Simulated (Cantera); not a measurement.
Feed: 1 mol CH4, 0.15 mol H2O, 0.2 mol N2, at 2375 K.

These are equilibrium values from Cantera (NASA tables, ideal gas, pure condensed phases), not measurements of a reactor. Candidate condensed phases: C, C6H6, C7H8, C8H18, H2O; 136 gas species. The ideal-gas law is rough above about 30 bar. Rates play no part.

Q: At 100 bar, list the 4 most abundant gas species with their mole fractions, and the condensed phases.

A: H2 0.831, N2 0.0740, CO 0.0606, CH4 0.0128. Condensed: C(graphite).
